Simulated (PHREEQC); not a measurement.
Leach liquor (model solution)

Dissolve 0.038 mol H2SO4, 0.0036 mol FeSO4 and 0.031 mol Na2SO4 per kg of water at 25 °C. Closed to the air; pH follows from the charge balance.

Model: ion-association model, wateq4f.dat, run in PHREEQC.

No solid was allowed to form.

Question: What pH does the model give?

Answer: pH 1.52.

Question: In which forms is Fe present?

Answer: Fe+2 55 %, FeSO4 35 %, FeHSO4+ 9.4 % of the Fe.
